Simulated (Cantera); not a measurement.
Cantera run, input and output.

```python
import numpy as np
import cantera as ct

gas = ct.Solution("gri30.yaml")


def delay(T, t_max=10):
    gas.TPX = T, 1800000, {'CH4': 1, 'O2': 4.76, 'N2': 17.9}
    reactor = ct.IdealGasConstPressureReactor(gas, clone=False)
    net = ct.ReactorNet([reactor])
    net.rtol, net.atol = 1e-8, 1e-16
    while net.time < t_max:
        t_old, T_old = net.time, reactor.T
        net.step()
        if reactor.T > T + 400:  # ignition: a rise of 400 K
            return t_old + (T + 400 - T_old) / (reactor.T - T_old) * (net.time - t_old)
    return np.nan


taus = []
for T in [1100, 1150, 1200, 1250, 1300, 1350, 1400, 1450, 1500]:
    taus.append(delay(T))
    print(f"T0 = {T:6g} K   tau = {taus[-1]:.4e} s")
```

Output:

```
T0 =   1100 K   tau = 7.4822e-03 s
T0 =   1150 K   tau = 3.6495e-03 s
T0 =   1200 K   tau = 1.8958e-03 s
T0 =   1250 K   tau = 1.0369e-03 s
T0 =   1300 K   tau = 5.9167e-04 s
T0 =   1350 K   tau = 3.4979e-04 s
T0 =   1400 K   tau = 2.1323e-04 s
T0 =   1450 K   tau = 1.3360e-04 s
T0 =   1500 K   tau = 8.5823e-05 s
```

Computed with Cantera and GRI-Mech 3.0 (53 species, 325 reactions). The pressure lies above the range GRI-Mech 3.0 was tuned for (to about 10 atm).
